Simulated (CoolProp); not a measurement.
Properties of 1,2-dichloroethane along the isotherm 500 K.

Computed with CoolProp (reference Helmholtz-energy equation of state, Thol 2015).

| p (bar) | phase | density (kg/m³) | cv (kJ/(kg K)) | isothermal compressibility (1/MPa) | expansivity (1/kK) |
|---|---|---|---|---|---|
| 0.826 | gas | 1.982 | [?] | 12.21 | 2.053 |
| 1.7 | gas | 4.115 | 0.9574 | 5.984 | 2.112 |
| 3.48 | gas | 8.582 | 0.9610 | [?] | 2.241 |
| 7.16 | gas | [?] | 0.9691 | 1.515 | 2.561 |
| 14.7 | gas | 41.86 | 0.9894 | 0.8384 | 3.580 |
| 30.2 | liquid | 874.2 | 1.059 | 0.009809 | 3.331 |
| 62 | liquid | 897.8 | 1.050 | 0.007251 | 2.742 |
| 127 | liquid | 932.8 | 1.040 | 0.004875 | 2.145 |
| 261 | liquid | 981.4 | 1.033 | 0.003017 | 1.613 |

### Question
Complete the blanks.

### Answer

- 0.826, cv (kJ/(kg K)): 0.9557
- 3.48, isothermal compressibility (1/MPa): 2.980
- 7.16, density (kg/m³): 18.40
